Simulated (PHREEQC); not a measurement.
Make-up at 25 °C: 0.21 mol/kgw BaBr2. Closed to the air; pH follows from the charge balance.

Equilibrium calculation in PHREEQC: ion-association model, phreeqc.dat.

* **ionic strength**: 0.630 mol/kgw
* **activity of water**: 0.989
* **specific conductance**: 34400 µS/cm
* **density**: 1.051 g/cm³

```
species  molality  activity   log γ
-------  --------  --------  ------
Br-         0.420     0.249  -0.227
Ba+2        0.210    0.0423  -0.696
H+        1.56e-7   1.18e-7  -0.121
OH-       1.38e-7   8.48e-8  -0.212
BaOH+     1.80e-8   1.20e-8  -0.176
```

No solid was allowed to form.
